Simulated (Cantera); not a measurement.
Chemical vapour transport: Al + HCl + N2

Feed: 1 mol Al, a varied amount of HCl, 4.3 mol N2, held at 1350 K and 13.3 mbar.

Method: chemical equilibrium by Gibbs-energy minimisation in Cantera with the NASA 1993 tables (ideal gas, pure condensed phases). Candidate condensed phases: Al, AlCl3, AlN, NH4Cl; 20 gas species. The tables' values for AlCl2 are old estimates; treat these amounts as uncertain. The numbers say what is thermodynamically allowed, not how fast it happens.

From 0.028 mol HCl to 0.59 mol HCl the condensed part is AlN(s). The main Al-bearing gas is AlCl3 throughout. The share of Al in condensed phases is highest at 0.028 mol HCl (99.3 %) and lowest at 0.59 mol HCl (84.3 %).

| n(HCl) (mol) | log p N2 | log p H2 | log p AlCl3 | log p HCl | log p AlCl2 | log p AlCl | n AlN(s) |
|---|---|---|---|---|---|---|---|
| 0.028 | -1.88 | -4.48 | -4.68 | -4.52 | -5.85 | -5.87 | 0.993 |
| 0.043 | -1.88 | -4.28 | -4.48 | -4.35 | -5.72 | -5.80 | 0.989 |
| 0.067 | -1.88 | -4.08 | -4.28 | -4.19 | -5.59 | -5.73 | 0.983 |
| 0.1 | -1.89 | -3.90 | -4.10 | -4.04 | -5.46 | -5.67 | 0.975 |
| 0.16 | -1.89 | -3.70 | -3.89 | -3.86 | -5.32 | -5.60 | 0.959 |
| 0.25 | -1.90 | -3.51 | -3.69 | -3.70 | -5.19 | -5.53 | 0.935 |
| 0.38 | -1.91 | -3.33 | -3.52 | -3.56 | -5.07 | -5.47 | 0.901 |
| 0.59 | -1.93 | -3.15 | -3.34 | -3.42 | -4.95 | -5.40 | 0.843 |
log p: log10 of the partial pressure in bar; n: condensed amount in mol.
